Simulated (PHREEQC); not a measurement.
0.054 g of hydrous ferric oxide (600 m²/g; 0.2 weak and 0.005 strong sites per Fe, Dzombak-Morel constants, diffuse double layer) in 1 kg of water with 0.3 mol/kgw of an inert sodium salt and 3.7e-05 mol H3BO3 and 8.3e-05 mol Ag2SO4, at 25 °C; the pH is set by adding NaOH or the inert anion's acid. O2 is buffered at 0.21 atm. The system is closed to CO2. Nothing may precipitate in this run.

Base run: PHREEQC, ion-association model, wateq4f.dat. Each further column changes one thing. The table gives Ag sorbed (%).

| pH | base | no electrostatic term (-no_edl) | background salt from 0.3 to 0.03 mol/kgw | oxide from 0.054 to 0.27 g/kgw |
|---|---|---|---|---|
| 3 | 0.0 | 0.0 | 0.0 | 0.0 |
| 3.67 | 0.0 | 0.0 | 0.0 | 0.0 |
| 4.33 | 0.0 | 0.0 | 0.0 | 0.0 |
| 5 | 0.1 | 0.0 | 0.1 | 0.4 |
| 5.67 | 0.6 | 0.0 | 0.7 | 2.9 |
| 6.33 | 1.4 | 0.6 | 1.5 | 7.0 |
| 7 | 2.0 | 1.8 | 2.1 | [?] |
| 7.67 | 3.3 | 3.2 | [?] | 15.6 |
| 8.33 | 8.0 | [?] | 8.8 | 32.3 |
| 9 | 20.7 | [?] | 23.1 | 62.0 |
| 9.67 | 38.1 | 20.7 | 43.1 | 85.3 |
| 10.33 | 49.2 | 22.1 | [?] | 94.8 |
| 11 | 53.0 | 21.7 | 61.9 | [?] |

**Question.** Complete the blanks.

**Answer.** 
- 7, oxide from 0.054 to 0.27 g/kgw: 10.0
- 7.67, background salt from 0.3 to 0.03 mol/kgw: 3.5
- 8.33, no electrostatic term (-no_edl): 7.8
- 9, no electrostatic term (-no_edl): 15.7
- 10.33, background salt from 0.3 to 0.03 mol/kgw: 56.7
- 11, oxide from 0.054 to 0.27 g/kgw: 97.8

In at least one series the solution becomes supersaturated in solids that the run did not let form, among them Ag2O. The oxide is taken as insoluble; below pH 4 it would dissolve.
